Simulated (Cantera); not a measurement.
An adiabatic, constant-volume homogeneous reactor starts with CH₄ : O₂ : N₂ = 1 : 0.8 : 3.01 (molar parts), equivalence ratio 2.5, at 1450 K and 1.28 atm. Integrator tolerance rtol = 1e-08.

Model: GRI-Mech 3.0 (53 species, 325 reactions), integrated in Cantera.

Task: What does this change do: 0.018 parts C2H6 added?

Result: 
```csv
quantity,before,after
time of steepest temperature rise,2.37 ms,1.42 ms
temperature at 2.00 s,2492 K,2456 K
equilibrium temperature,2492 K,2456 K
x(CH₄) at 2.00 s,6.12e-10 (gas-phase equilibrium 6.90e-10),8.93e-10 (gas-phase equilibrium 1.01e-9)
x(O₂) at 2.00 s,1.67e-6 (gas-phase equilibrium 1.67e-6),9.23e-7 (gas-phase equilibrium 9.23e-7)
x(C₂H₄) at 2.00 s,<1e-12 (gas-phase equilibrium <1e-12),<1e-12 (gas-phase equilibrium <1e-12)
x(CH₂O) at 2.00 s,4.18e-8 (gas-phase equilibrium 4.18e-8),4.47e-8 (gas-phase equilibrium 4.47e-8)
x(N₂O) at 2.00 s,3.77e-9 (gas-phase equilibrium 3.77e-9),2.59e-9 (gas-phase equilibrium 2.59e-9)
x(CH₃) at 2.00 s,3.28e-10 (gas-phase equilibrium 3.70e-10),4.03e-10 (gas-phase equilibrium 4.55e-10)
x(NO) at 2.00 s,5.10e-5 (gas-phase equilibrium 5.10e-5),3.54e-5 (gas-phase equilibrium 3.54e-5)
```

Task: What does this change do: initial temperature 1450 to 1475 K?

Result: 
```tsv
quantity	before	after
time of steepest temperature rise	2.37 ms	1.79 ms
temperature at 2.00 s	2492 K	2512 K
equilibrium temperature	2492 K	2512 K
x(CH₄) at 2.00 s	6.12e-10 (gas-phase equilibrium 6.90e-10)	5.52e-10 (gas-phase equilibrium 6.22e-10)
x(O₂) at 2.00 s	1.67e-6 (gas-phase equilibrium 1.67e-6)	2.04e-6 (gas-phase equilibrium 2.04e-6)
x(C₂H₄) at 2.00 s	<1e-12 (gas-phase equilibrium <1e-12)	<1e-12 (gas-phase equilibrium <1e-12)
x(CH₂O) at 2.00 s	4.18e-8 (gas-phase equilibrium 4.18e-8)	4.13e-8 (gas-phase equilibrium 4.13e-8)
x(N₂O) at 2.00 s	3.77e-9 (gas-phase equilibrium 3.77e-9)	4.30e-9 (gas-phase equilibrium 4.30e-9)
x(CH₃) at 2.00 s	3.28e-10 (gas-phase equilibrium 3.70e-10)	3.23e-10 (gas-phase equilibrium 3.64e-10)
x(NO) at 2.00 s	5.10e-5 (gas-phase equilibrium 5.10e-5)	5.84e-5 (gas-phase equilibrium 5.84e-5)
```
